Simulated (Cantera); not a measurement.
Feed: 1 mol Ca(OH)₂, 8.8 mol H₂, 1.3 mol H₂O, held at 0.000410 bar.

Method: chemical equilibrium by Gibbs-energy minimisation in Cantera with the NASA 1993 tables (ideal gas, pure condensed phases). Candidate condensed phases: Ca, CaO, Ca(OH)₂, H₂O; 14 gas species. Rates play no part. All values below are at 1502 °C.

Base state: H₂ 0.781, H₂O 0.206, H 0.0126, OH 0.000207, Ca 1.72e-5 (mole fractions); condensed: CaO(s).

What changes in the equilibrium state with this change: pressure from 0.000410 bar to 0.133 bar?


| species | before | after |
|---|---|---|
| H₂ | 0.781 | 0.792 |
| H₂O | 0.206 | 0.207 |
| H | 0.0126 | 0.000706 |
| Ca | 1.72e-5 | 5.33e-8 |
| OH | 0.000207 | 1.15e-5 |
| CaO(s), mol | 1.000 | 1.000 |
